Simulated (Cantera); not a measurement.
An isothermal, constant-pressure homogeneous reactor starts with NO : N2 = 1 : 2.5 (molar parts), at 1623 K and 1.00 atm. Integrator tolerance rtol = 1e-08.

Model: GRI-Mech 3.0 (53 species, 325 reactions), integrated in Cantera.

Question: What does this change do: N2 2.5 to 7.7 parts?

Answer: 
```
quantity                                           before                                    after
---------------  ----------------------------------------  ---------------------------------------
x(NO) at 200 s     0.0416 (gas-phase equilibrium 0.00184)   0.0352 (gas-phase equilibrium 0.00122)
x(O) at 200 s     6.65e-6 (gas-phase equilibrium 7.16e-6)  3.81e-6 (gas-phase equilibrium 4.53e-6)
x(O2) at 200 s        0.122 (gas-phase equilibrium 0.142)    0.0398 (gas-phase equilibrium 0.0569)
x(N2O) at 200 s   7.30e-7 (gas-phase equilibrium 1.14e-7)  5.22e-7 (gas-phase equilibrium 7.97e-8)
x(N2) at 200 s        0.836 (gas-phase equilibrium 0.856)      0.925 (gas-phase equilibrium 0.942)
x(NO2) at 200 s  0.000121 (gas-phase equilibrium 5.75e-6)  5.85e-5 (gas-phase equilibrium 2.41e-6)
```

Question: What does this change do: temperature 1623 to 1550 K?

Answer: 
| quantity | before | after |
|---|---|---|
| x(NO) at 200 s | 0.0416 (gas-phase equilibrium 0.00184) | 0.0913 (gas-phase equilibrium 0.00134) |
| x(O) at 200 s | 6.65e-6 (gas-phase equilibrium 7.16e-6) | 2.45e-6 (gas-phase equilibrium 2.95e-6) |
| x(O2) at 200 s | 0.122 (gas-phase equilibrium 0.142) | 0.0969 (gas-phase equilibrium 0.142) |
| x(N2O) at 200 s | 7.30e-7 (gas-phase equilibrium 1.14e-7) | 2.95e-6 (gas-phase equilibrium 8.48e-8) |
| x(N2) at 200 s | 0.836 (gas-phase equilibrium 0.856) | 0.811 (gas-phase equilibrium 0.856) |
| x(NO2) at 200 s | 0.000121 (gas-phase equilibrium 5.75e-6) | 0.000288 (gas-phase equilibrium 5.10e-6) |
